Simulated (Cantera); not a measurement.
Feed: 1 mol KCl, 4.6 mol H2, held at 1875 K and 1000 Pa.

These are equilibrium values from Cantera (NASA tables, ideal gas, pure condensed phases), not measurements of a reactor. Candidate condensed phases: K, KCl; 10 gas species. Kinetics and transport are ignored.

Base state: H2 0.801, KCl 0.160, K 0.0165, HCl 0.0164, H 0.00587, Cl 9.10e-5, K2Cl2 3.09e-5 (mole fractions); condensed: gas only.

Task: What changes in the equilibrium state with this change: KCl replaced by SrCl2?

Result: 
| species | before | after |
|---|---|---|
| H2 | 0.801 | 0.808 |
| SrCl2 | 0 | 0.169 |
| HCl | 0.0164 | 0.00905 |
| KCl | 0.160 | 0 |
| K | 0.0165 | 0 |
| SrCl | 0 | 0.00667 |
| Sr | 0 | 0.00122 |
Further candidate phases: Sr, SrCl2.

Task: What changes in the equilibrium state with this change: KCl replaced by CuF2?

Result: 
```csv
species,before,after
H2,0.801,0.559
HF,0,0.309
Cu,0,0.124
KCl,0.160,0
K,0.0165,0
HCl,0.0164,0
CuF,0,0.00234
Cu2,0,0.000325
"Cu(l), mol",0,0.182
```
Further candidate phases: Cu, CuF2.

Task: What changes in the equilibrium state with this change: temperature from 1875 K to 1823.15 K?

Result: 
```
species   before    after
-------  -------  -------
H2         0.801    0.805
KCl        0.160    0.163
K         0.0165   0.0138
HCl       0.0164   0.0137
Cl       9.10e-5  5.06e-5
H        0.00587  0.00389
K2Cl2    3.09e-5  4.45e-5
```
